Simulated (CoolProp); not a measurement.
Vapour pressure (MPa) of CH2F2 (R32): the reference equation beside estimates from Tc = 78.1 °C, pc = 5.783 MPa, ω = 0.277.

The numbers come from the reference Helmholtz-energy equation of state, Tillner-Roth 1997 in CoolProp.

```csv
T (°C),reference,Redlich-Kwong,Soave-Redlich-Kwong
-32.15,0.2500,0.4260,0.2489
-17.45,[?],[?],0.4492
-2.65,[?],[?],0.7570
12.05,1.176,1.579,1.199
26.85,1.775,2.225,1.814
41.65,2.580,[?],2.636
56.35,3.628,4.001,3.693
71.15,4.997,5.166,[?]
```

Task: Complete the blanks.

Result: 
- -17.45, reference: 0.4463
- -17.45, Redlich-Kwong: 0.6977
- -2.65, reference: 0.7463
- -2.65, Redlich-Kwong: 1.078
- 41.65, Redlich-Kwong: 3.030
- 71.15, Soave-Redlich-Kwong: 5.040

Absolute difference from the reference over all 8 rows, mean and median: Redlich-Kwong 32.7 and 29.8 %, Soave-Redlich-Kwong 1.4 and 1.6 %.
